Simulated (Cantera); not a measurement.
Charge: 1 mol C₂F₆, 0.026 mol HCl, equilibrated at 2600 K and 1.33 mbar.

These are equilibrium values from Cantera (NASA tables, ideal gas, pure condensed phases), not measurements of a reactor. Candidate condensed phases: C, C₆H₆, C₇H₈, C₈H₁₈; 118 gas species. The feed counts by its element totals alone. Kinetics and transport are ignored.

Base state: F 0.888, CF₂ 0.0610, CF 0.0390, Cl 0.00457, HF 0.00455, C₃ 0.00166, C 0.000468, C₂ 0.000156 (mole fractions); condensed: C(graphite).

What changes in the equilibrium state with this change: temperature from 2600 K to 3375 K?


```tsv
species	before	after
F	0.888	0.790
C	0.000468	0.132
CF	0.0390	0.0265
CF₂	0.0610	0.000142
C₂	0.000156	0.0189
C₃	0.00166	0.0252
CF₃	0.000103	4.41e-9
CF₄	2.04e-5	<1e-9
H	1.52e-5	0.00239
C₄	1.52e-6	3.26e-5
C(graphite), mol	1.40	0
```

What changes in the equilibrium state with this change: C₂F₆ replaced by CH₃Cl?


```json
[
 {"species": "H", "before": "1.52e-5", "after": "0.464"},
 {"species": "Cl", "before": "0.00457", "after": "0.209"},
 {"species": "H₂", "before": "<1e-9", "after": "0.195"},
 {"species": "F", "before": "0.888", "after": "0"},
 {"species": "CF₂", "before": "0.0610", "after": "0"},
 {"species": "CF", "before": "0.0390", "after": "0"},
 {"species": "HCl", "before": "8.97e-8", "after": "0.125"},
 {"species": "HF", "before": "0.00455", "after": "0"},
 {"species": "C₂H₂ (acetylene)", "before": "<1e-9", "after": "0.00316"},
 {"species": "CF₃", "before": "0.000103", "after": "0"},
 {"species": "C(graphite), mol", "before": "1.40", "after": "0.958"}
]
```
